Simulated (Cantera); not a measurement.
Cantera run:

```python
import numpy as np
import cantera as ct

gas_names = """
    CL CL2 H HCL H2 N NH NH2 NH3 N2 N2H2 N2H4 Si SiCL SiCL2 SiCL3 SiCL4 SiH SiHCL3 SiH2 SiH2CL2 SiH3
    SiH3CL SiH4 SiN Si2 Si2N Si3
""".split()
cond_names = """
    NH4CL(a) NH4CL(b) Si(cr) Si(L) Si3N4(a)
""".split()


# ... load() reads the species with a 1 bar reference pressure and builds the phases ...
atoms = {
    'SiHCl3': {'Si': 1, 'H': 1, 'CL': 3},
    'N2': {'N': 2},
}
top_T = {'Si3N4(a)': 2400}  # K; cautious upper limits of use, not melting points


# ... equilibrate(T, P, feed) seeds the gas with the atoms and calls Mixture.equilibrate('TP', solver="vcs", rtol=1e-11, max_steps=5000) ...
results = []
feed = {'SiHCl3': 1, 'N2': 14}  # mol
P = 16000  # Pa
for T in [798, 898, 998, 1098, 1198, 1298, 1398, 1498, 1598, 1698, 1798, 1898]:
    mix = equilibrate(T, P, feed)
    results.append((T, P, feed, dict(zip(mix.species_names, mix.species_moles))))

top = {s: max(r[3][s] / sum(r[3][g] for g in gas_names) for r in results) for s in gas_names}
cols = sorted((s for s in top if top[s] > 0.001), key=lambda s: -top[s])[:6]
seen = [c for c in cond_names if any(r[3].get(c, 0) > 1e-12 for r in results)]
print("log10 of partial pressures in bar; condensed amounts in mol")
print(f"{'T/K':>10s}" + "".join(f"{s[:9]:>10s}" for s in cols + seen))
for T, P, feed, n in results:
    ng = sum(n[g] for g in gas_names)
    print(f"{T:10.4g}" + "".join(f"{np.log10(max(n[s] / ng * P / 1e5, 1e-99)):10.3f}" for s in cols)
          + "".join(f"{n.get(c, 0):10.4g}" for c in seen))
```

Result:

```
log10 of partial pressures in bar; condensed amounts in mol
       T/K        N2       HCL     SiCL2     SiCL4     SiCL3        H2  Si3N4(a)
       798    -0.839    -2.108   -11.276    -2.224    -7.777    -2.858    0.1448
       898    -0.839    -2.085    -9.213    -2.232    -6.565    -2.934    0.1483
       998    -0.840    -2.068    -7.569    -2.238    -5.598    -2.997    0.1507
      1098    -0.840    -2.057    -6.229    -2.243    -4.810    -3.050    0.1523
      1198    -0.840    -2.049    -5.120    -2.250    -4.158    -3.094    0.1531
      1298    -0.840    -2.044    -4.190    -2.266    -3.616    -3.130    0.1517
      1398    -0.841    -2.042    -3.412    -2.309    -3.176    -3.150    0.1436
      1498    -0.843    -2.048    -2.783    -2.432    -2.860    -3.140    0.1172
      1598    -0.847    -2.070    -2.334    -2.737    -2.732    -3.065   0.06192
      1698    -0.851    -2.119    -2.090    -3.301    -2.843    -2.911         0
      1798    -0.852    -2.084    -2.067    -3.567    -2.922    -3.046         0
      1898    -0.852    -2.066    -2.050    -3.847    -3.014    -3.150         0
```

These are equilibrium values from Cantera (NASA tables, ideal gas, pure condensed phases), not measurements of a reactor. N2 is the only nitrogen source here; it is nearly inert below about 1500 K, so the nitride shown seldom forms there in practice. The tables' values for SiCl3, SiCl are old estimates; treat these amounts as uncertain.
